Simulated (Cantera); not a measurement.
Predominance diagram of Ca at 600 K against the partial pressures of O2 and H2O (log10, bar). Source: NASA polynomial tables (part measured, part estimated), evaluated in Cantera. Candidates: Ca(s), CaO(s), Ca(OH)2(s). Only these pure phases compete in this equilibrium. 

Which phase is stable at these pairs, and which metal-bearing vapour leads over it? (-28.4, 0); (-31.3, -27.9); (-8.5, -39); (-14.2, 0); (-54, -33.4); (-36.9, -2.8); (-54, -22.3)


```tsv
log p(O2)	log p(H2O)	phase	chief vapour	log p (bar)
-28.4	0	Ca(OH)2(s)	Ca(OH)2	-22.3
-31.3	-27.9	CaO(s)	Ca	-43.8
-8.5	-39	CaO(s)	CaO	-49.8
-14.2	0	Ca(OH)2(s)	Ca(OH)2	-22.3
-54	-33.4	CaO(s)	Ca	-32.4
-36.9	-2.8	CaO(s)	Ca(OH)2	-22.9
-54	-22.3	CaO(s)	Ca	-32.4
```
